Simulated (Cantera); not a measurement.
Feed: 1 mol Ta(OEt)5, 13 mol H2O, equilibrated at 2175 K and 0.520 Pa.

Equilibrium computed with Cantera from the NASA thermochemical tables; the gas is ideal and each condensed phase is pure. Candidate condensed phases: C, C6H6, C7H8, C8H18, H2O, Ta, TaC, Ta2O5; 113 gas species. The feed counts by its element totals alone. The numbers say what is thermodynamically allowed, not how fast it happens.

Base state: H 0.636, CO 0.162, H2 0.0883, O 0.0627, TaO2 0.0166, H2O 0.0128, OH 0.0124, CO2 0.00454 (mole fractions); condensed: gas only.

Q: What changes in the equilibrium state with this change: Ta(OEt)5 replaced by Nb?

A: 
```csv
species,before,after
H,0.636,0.581
O,0.0627,0.202
H2,0.0883,0.0737
CO,0.162,0
NbO2,0,0.0320
TaO2,0.0166,0
O2,0.00385,0.0400
OH,0.0124,0.0365
H2O,0.0128,0.0345
CO2,0.00454,0
TaO,7.98e-5,0
NbO,0,6.23e-5
```
Further candidate phases: Nb, NbO, NbO2, Nb2O5.

Q: What changes in the equilibrium state with this change: temperature from 2175 K to 2798 K?

A: 
| species | before | after |
|---|---|---|
| H | 0.636 | 0.740 |
| CO | 0.162 | 0.145 |
| O | 0.0627 | 0.100 |
| H2 | 0.0883 | 0.000431 |
| H2O | 0.0128 | 1.93e-7 |
| TaO | 7.98e-5 | 0.0131 |
| OH | 0.0124 | 9.28e-5 |
| TaO2 | 0.0166 | 0.00142 |
| Ta | <1e-9 | 1.01e-5 |
| CO2 | 0.00454 | 9.32e-6 |
| O2 | 0.00385 | 1.79e-5 |
